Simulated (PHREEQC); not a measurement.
**Silver or lead bath: speciation**

Dissolve 0.0016 mol/kgw Pb(NO3)2, 0.00032 mol/kgw NaNO3 and 0.013 mol/kgw Cu(NO3)2 at 25 °C. Closed to the air; pH follows from the charge balance.

Equilibrium calculation in PHREEQC: ion-association model, wateq4f.dat.

```yaml
pH: 4.69
ionic_strength: 0.0436 mol/kgw
```

```json
[
 {"species": "NO3-", "molality": "0.0293", "activity": "0.0239", "log γ": "-0.088"},
 {"species": "Cu+2", "molality": "0.0130", "activity": "0.00648", "log γ": "-0.302"},
 {"species": "Pb+2", "molality": "0.00133", "activity": "0.000629", "log γ": "-0.326"},
 {"species": "Na+", "molality": "0.000320", "activity": "0.000266", "log γ": "-0.080"},
 {"species": "PbNO3+", "molality": "0.000268", "activity": "0.000222", "log γ": "-0.081"},
 {"species": "H+", "molality": "2.38e-5", "activity": "2.04e-5", "log γ": "-0.066"}
]
```

No solid was allowed to form. Species that the database lacks are ignored.
